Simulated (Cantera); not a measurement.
A Cantera script and what it prints.

```python
import numpy as np
import cantera as ct

gas_names = """
    N NO NO2 NO3 N2 N2O O O2 O3 Si SiN SiO SiO2 Si2 Si2N Si3
""".split()
cond_names = """
    Si(cr) Si(L) SiO2(Lqz) SiO2(hqz) SiO2(L) Si2N2O(s) Si3N4(a)
""".split()


def load(file, names, dense=False):
    # The tables refer to 1 bar. Condensed volumes are neglected.
    table = {s.name: s for s in ct.Species.list_from_file(file)}
    out = []
    for n in names:
        d = dict(table[n].input_data)
        d["thermo"] = dict(d["thermo"], **{"reference-pressure": 1e5})
        if dense:
            d["equation-of-state"] = {"model": "constant-volume", "density": "1e6 g/cm^3"}
        out.append(ct.Species.from_dict(d))
    return out


gas = ct.Solution(thermo="ideal-gas", species=load("nasa_gas.yaml", gas_names))
cond = {s.name: ct.Solution(thermo="fixed-stoichiometry", species=[s], name=s.name)
        for s in load("nasa_condensed.yaml", cond_names, dense=True)}
atoms = {
    'Si3N4': {'Si': 3, 'N': 4},
    'O2': {'O': 2},
    'N2': {'N': 2},
}
top_T = {'Si2N2O(s)': 2100, 'Si3N4(a)': 2400}  # K; cautious upper limits of use, not melting points


def equilibrate(T, P, feed):
    n = {}
    for name, mol in feed.items():
        for a, k in atoms[name].items():
            n[a] = n.get(a, 0.0) + k * mol
    gas.TPX = T, P, n
    mass = sum(n.values()) * gas.mean_molecular_weight
    gas.equilibrate("TP")
    valid = [c for c in cond.values() if c.min_temp <= T <= top_T.get(c.name, c.max_temp)]
    mix = ct.Mixture([(gas, mass / gas.mean_molecular_weight)] + [(c, 0.0) for c in valid])
    mix.T, mix.P = T, P
    mix.equilibrate("TP", solver="vcs", rtol=1e-11, max_steps=5000)
    return mix


results = []
feed = {'Si3N4': 1, 'O2': 0.0026, 'N2': 14}  # mol
T = 1898.15  # K
P = 1400  # Pa
mix = equilibrate(T, P, feed)
results.append((T, P, feed, dict(zip(mix.species_names, mix.species_moles))))
x = sorted(zip(gas.X, gas.species_names), reverse=True)
print(f"T = {T:g} K  P = {P:g} Pa  gas = {mix.phase_moles(0):.4g} mol")
print("   x: " + "  ".join(f"{s} {v:.3e}" for v, s in x if v > 0.0001))
print("   condensed (mol): " + ("  ".join(f"{mix.phase(i).name} {mix.phase_moles(i):.4g}"
      for i in range(1, mix.n_phases) if mix.phase_moles(i) > 1e-12) or "none"))
```

Output:

```
T = 1898.15 K  P = 1400 Pa  gas = 16.02 mol
   x: N2 9.987e-01  Si 8.792e-04  SiO 3.246e-04
   condensed (mol): Si(L) 2.978
```

Cantera equilibrium calculation (NASA polynomials, part measured and part estimated; ideal gas, pure solids and liquids). The tables' values for SiN are old estimates; treat these amounts as uncertain.
